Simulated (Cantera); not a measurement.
A perfectly stirred reactor is fed with 0.138 % CO, 1.48 % O₂, 0.0157 % H₂O, 98.4 % N₂, equivalence ratio 0.047, at 10.0 bar; it is held at 1375 K, and followed from long to short residence time.

Model: GRI-Mech 3.0 (53 species, 325 reactions), integrated in Cantera.

**Question.** Predict: x(CO) at τ = 5.10 s; x(O₂) at τ = 5.10 s; x(H₂O) at τ = 5.10 s; x(H₂) at τ = 5.10 s; x(OH) at τ = 5.10 s; x(CO) at τ = 45.0 ms; x(O₂) at τ = 45.0 ms; x(H₂O) at τ = 45.0 ms; x(H₂) at τ = 45.0 ms; x(OH) at τ = 45.0 ms.

**Answer.** 
```json
{
 "x(CO) at τ = 5.10 s": "9.59e-6",
 "x(O₂) at τ = 5.10 s": "0.0141",
 "x(H₂O) at τ = 5.10 s": "0.000157",
 "x(H₂) at τ = 5.10 s": "3.30e-9",
 "x(OH) at τ = 5.10 s": "9.59e-7",
 "x(CO) at τ = 45.0 ms": "0.000379",
 "x(O₂) at τ = 45.0 ms": "0.0143",
 "x(H₂O) at τ = 45.0 ms": "0.000156",
 "x(H₂) at τ = 45.0 ms": "9.54e-8",
 "x(OH) at τ = 45.0 ms": "1.88e-6"
}
```
